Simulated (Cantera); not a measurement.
Charge: 1 mol SiH2Cl2, a varied amount of NO, equilibrated at 1825 °C and 55000 Pa.

Equilibrium computed with Cantera from the NASA thermochemical tables; the gas is ideal and each condensed phase is pure. Candidate condensed phases: H2O, NH4Cl, Si, SiO2, Si2N2O, Si3N4; 47 gas species. The tables hold silica as quartz up to 1696 K and as liquid above; real silica turns to tridymite and cristobalite and melts near 1996 K. Gases not in the tables: Si(OH)4. Kinetics and transport are ignored.

Task: At 5.7 mol NO, list the 4 most abundant gas species with their mole fractions, and the condensed phases.

Result: N2 0.413, O2 0.244, HCl 0.208, Cl 0.0784. Condensed: SiO2(l).
